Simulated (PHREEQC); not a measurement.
0.03 g of hydrous ferric oxide (600 m²/g; 0.2 weak and 0.005 strong sites per Fe, Dzombak-Morel constants, diffuse double layer) in 1 kg of water with 0.01 mol/kgw of an inert sodium salt and 2e-06 mol CuSO4 and 1.3e-07 mol MgCl2, at 25 °C; the pH is set by adding NaOH or the inert anion's acid. Oxygen alone is held at its pressure in air (log pO2 = -0.68). The system is closed to CO2. No solid was allowed to form.

Computed with PHREEQC (ion-association model, wateq4f.dat).

Question: Predict S sorbed (%), Cu sorbed (%) at pH = 3, 5, 8.

Answer: 
```csv
pH,S sorbed (%),Cu sorbed (%)
3,99.9,0.0
5,95.7,14.8
8,0.0,99.4
```

The database's constant for dissolved Cu(OH)2 is higher than later reviews accept. The oxide is taken as insoluble; below pH 4 it would dissolve.
